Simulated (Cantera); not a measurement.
## Gas-phase reforming

A perfectly stirred reactor is fed with 25.5 % CH4, 71.5 % H2O, 2.81 % H2, 0.130 % N2, at 101000 Pa; it is held at 1975 K, and followed from long to short residence time.

Detailed kinetics in Cantera: GRI-Mech 3.0 (53 species, 325 reactions).

```json
[
 {"τ (s)": "0.57", "x CH4": "0.00302", "x H2O": "0.293", "x H2": "0.535", "x CH2O": "6.57e-7", "x C2H": "2.48e-8", "x OH": "5.13e-5", "x C2H4": "5.05e-6"},
 {"τ (s)": "0.31", "x CH4": "0.00464", "x H2O": "0.299", "x H2": "0.530", "x CH2O": "1.02e-6", "x C2H": "5.77e-8", "x OH": "5.24e-5", "x C2H4": "1.17e-5"},
 {"τ (s)": "0.17", "x CH4": "0.00680", "x H2O": "0.307", "x H2": "0.522", "x CH2O": "1.56e-6", "x C2H": "1.21e-7", "x OH": "5.44e-5", "x C2H4": "2.46e-5"},
 {"τ (s)": "0.095", "x CH4": "0.00952", "x H2O": "0.320", "x H2": "0.510", "x CH2O": "2.34e-6", "x C2H": "2.28e-7", "x OH": "5.73e-5", "x C2H4": "4.65e-5"},
 {"τ (s)": "0.052", "x CH4": "0.0131", "x H2O": "0.340", "x H2": "0.493", "x CH2O": "3.55e-6", "x C2H": "4.03e-7", "x OH": "6.18e-5", "x C2H4": "8.29e-5"},
 {"τ (s)": "0.029", "x CH4": "0.0173", "x H2O": "0.366", "x H2": "0.470", "x CH2O": "5.33e-6", "x C2H": "6.44e-7", "x OH": "6.78e-5", "x C2H4": "0.000136"},
 {"τ (s)": "0.016", "x CH4": "0.0225", "x H2O": "0.398", "x H2": "0.442", "x CH2O": "8.08e-6", "x C2H": "9.55e-7", "x OH": "7.57e-5", "x C2H4": "0.000212"},
 {"τ (s)": "0.0088", "x CH4": "0.0289", "x H2O": "0.435", "x H2": "0.409", "x CH2O": "1.22e-5", "x C2H": "1.31e-6", "x OH": "8.50e-5", "x C2H4": "0.000322"},
 {"τ (s)": "0.0048", "x CH4": "0.0370", "x H2O": "0.475", "x H2": "0.372", "x CH2O": "1.85e-5", "x C2H": "1.67e-6", "x OH": "9.53e-5", "x C2H4": "0.000487"}
]
```
x: mole fraction; the columns are a selection and need not sum to one.
